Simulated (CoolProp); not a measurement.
CHF3 (R23) along the isobar 16.4 MPa: fugacity coefficient from the reference equation and from simpler models built on Tc = 299.3 K, pc = 4.832 MPa, ω = 0.263; each cubic takes its own stable root.

The numbers come from the reference Helmholtz-energy equation of state, Penoncello 2003 in CoolProp.

| T (K) | phase | reference | van der Waals | Soave-Redlich-Kwong |
|---|---|---|---|---|
| 145.3 | liquid | 0.0002856 | 0.01808 | 0.0002966 |
| 149.6 | liquid | 0.0004446 | 0.02145 | 0.0004636 |
| 154 | liquid | 0.0006783 | 0.02527 | 0.0007103 |
| 158.4 | liquid | 0.001007 | 0.02951 | 0.001059 |
| 162.7 | liquid | 0.001444 | 0.03404 | 0.001525 |
| 167.1 | liquid | 0.002042 | 0.03910 | 0.002166 |
| 171.4 | liquid | 0.002807 | 0.04445 | 0.002988 |
| 175.8 | liquid | 0.003811 | 0.05033 | 0.004074 |
| 180.1 | liquid | 0.005049 | 0.05649 | 0.005418 |
| 184.5 | liquid | 0.006622 | 0.06321 | 0.007132 |
| 188.9 | liquid | 0.008551 | 0.07033 | 0.009243 |
| 193.2 | liquid | 0.01083 | 0.07768 | 0.01174 |
| 197.6 | liquid | 0.01360 | 0.08560 | 0.01480 |
| 201.9 | liquid | 0.01679 | 0.09370 | 0.01833 |
